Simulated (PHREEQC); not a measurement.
Solution (25 °C): 0.066 mol/kgw ZnCl2, 0.0091 mol/kgw KCl, 0.0041 mol/kgw FeSO4 and 0.0057 mol/kgw H2SO4. Closed to the air; pH follows from the charge balance.

Model: ion-association model, wateq4f.dat, run in PHREEQC.

Precipitation was switched off in this run.

What pH, ionic strength does the model give?

pH 2.09; ionic strength 0.205 mol/kgw.

In which forms is Fe present?

Fe+2 89 %, FeSO4 5.3 %, FeCl+ 5.1 % of the Fe.

Complexes and solids missing from the database can't appear.
